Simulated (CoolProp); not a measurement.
n-dodecane at several states: fugacity coefficient from the reference equation and from simpler models built on Tc = 658.1 K, pc = 1.818 MPa, ω = 0.574; each cubic takes its own stable root.

The numbers come from the reference Helmholtz-energy equation of state, Lemmon 2004 in CoolProp. It is a short technical equation, of lower accuracy than the large ones.

```
T (K)  p (MPa)   phase   reference  Redlich-Kwong  Peng-Robinson
-----  -------  ------  ----------  -------------  -------------
369.4     1.22  liquid    0.001525     (withheld)       0.001667
569.4     0.66  liquid      0.6208     (withheld)     (withheld)
342.4     4.24  liquid   0.0001340       0.002603      0.0001577
545.9    0.588  liquid      0.4878         0.8024         0.5037
384.6    0.105  liquid  (withheld)     (withheld)     (withheld)
358.8    0.105  liquid  (withheld)         0.1199     (withheld)
```

What belongs in the gaps?


- 369.4, Redlich-Kwong: 0.01630
- 569.4, Redlich-Kwong: 0.8162
- 569.4, Peng-Robinson: 0.6422
- 384.6, reference: 0.03259
- 384.6, Redlich-Kwong: 0.2633
- 384.6, Peng-Robinson: 0.03472
- 358.8, reference: 0.009508
- 358.8, Peng-Robinson: 0.01047

At some of these states Redlich-Kwong gives the other phase, because its saturation line lies elsewhere.
